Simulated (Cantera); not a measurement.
Charge: 1 mol SiCl4, 0.41 mol N2, 0.39 mol H2.

Cantera equilibrium calculation (NASA polynomials, part measured and part estimated; ideal gas, pure solids and liquids). Candidate condensed phases: NH4Cl, Si, Si3N4; 28 gas species. N2 is the only nitrogen source here; it is nearly inert below about 1500 K, so the nitride shown seldom forms there in practice. The tables' values for SiCl3 are old estimates. Kinetics and transport are ignored.

Question: What condenses at these points (T in °C, P in Pa): (1127, 100000); (1177, 11000); (1177, 140); (1277, 5); (1077, 1200)?

Answer: 
| T (°C) | P in Pa | condensed phases | Si condensed (%) |
|---|---|---|---|
| 1127 | 100000 | Si3N4 | 11.5 |
| 1177 | 11000 | Si3N4 | 6.3 |
| 1177 | 140 | gas only | 0.0 |
| 1277 | 5 | gas only | 0.0 |
| 1077 | 1200 | Si3N4 | 6.8 |
